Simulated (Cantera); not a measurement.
An isothermal, constant-pressure homogeneous reactor starts with NO : N2 = 1 : 1 (molar parts), at 1825 K and 55000 Pa.

Detailed kinetics in Cantera: GRI-Mech 3.0 (53 species, 325 reactions).

Problem. Predict: x(NO) at 30.0 s; x(N2) at 30.0 s; x(O) at 30.0 s; x(O2) at 30.0 s; x(N2O) at 30.0 s.

Solution. 
```
Quantity                                              Value
----------------  -----------------------------------------
x(NO) at 30.0 s      0.0366 (gas-phase equilibrium 0.00480)
x(N2) at 30.0 s         0.732 (gas-phase equilibrium 0.748)
x(O) at 30.0 s    0.000100 (gas-phase equilibrium 0.000104)
x(O2) at 30.0 s         0.232 (gas-phase equilibrium 0.248)
x(N2O) at 30.0 s    6.92e-7 (gas-phase equilibrium 1.99e-7)
```
